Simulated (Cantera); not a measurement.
Input: 1 mol MgCO₃, 0.29 mol C, 9.2 mol H₂O, equilibrated at 550 K.

Method: chemical equilibrium by Gibbs-energy minimisation in Cantera with the NASA 1993 tables (ideal gas, pure condensed phases). Candidate condensed phases: C, C₆H₆, C₇H₈, C₈H₁₈, H₂O, Mg, MgCO₃, MgO, Mg(OH)₂; 116 gas species. Rates play no part.

Problem. At 460 Pa, list the 5 most abundant gas species with their mole fractions, and the condensed phases.

Solution. H₂O 0.822, CO₂ 0.123, H₂ 0.0549, CO 0.000142, CH₄ 6.06e-5. Condensed: MgO(s).
